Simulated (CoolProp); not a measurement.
Properties of R13 along the isobar 4.74 bar (Tc = 303.0 K, pc = 39.73 bar, ω = 0.175).

Computed with CoolProp (reference Helmholtz-energy equation of state, Platzer 1990). This equation is an older, rougher fit.

```tsv
T (K)	phase	cp (kJ/(kg K))	Joule-Thomson coefficient (K/MPa)	fugacity coefficient
301.9	gas	___	11.16	0.9593
312.5	gas	0.6801	10.11	0.9638
323.1	gas	0.6892	___	0.9676
333.7	gas	0.6984	8.413	0.9710
344.2	gas	___	7.730	0.9739
354.8	gas	0.7166	7.124	0.9766
365.4	gas	0.7256	6.588	0.9789
376	gas	0.7343	6.112	0.9809
386.5	gas	0.7428	___	0.9827
397.1	gas	0.7511	___	0.9844
407.7	gas	0.7591	___	0.9858
418.3	gas	0.7669	4.658	0.9872
428.8	gas	0.7743	4.380	0.9884
439.4	gas	0.7816	4.125	0.9895
450	gas	0.7886	3.892	0.9904
```

**Question.** Fill in the missing entries.

**Answer.** 
- 301.9, cp (kJ/(kg K)): 0.6711
- 323.1, Joule-Thomson coefficient (K/MPa): 9.200
- 344.2, cp (kJ/(kg K)): 0.7075
- 386.5, Joule-Thomson coefficient (K/MPa): 5.691
- 397.1, Joule-Thomson coefficient (K/MPa): 5.310
- 407.7, Joule-Thomson coefficient (K/MPa): 4.968
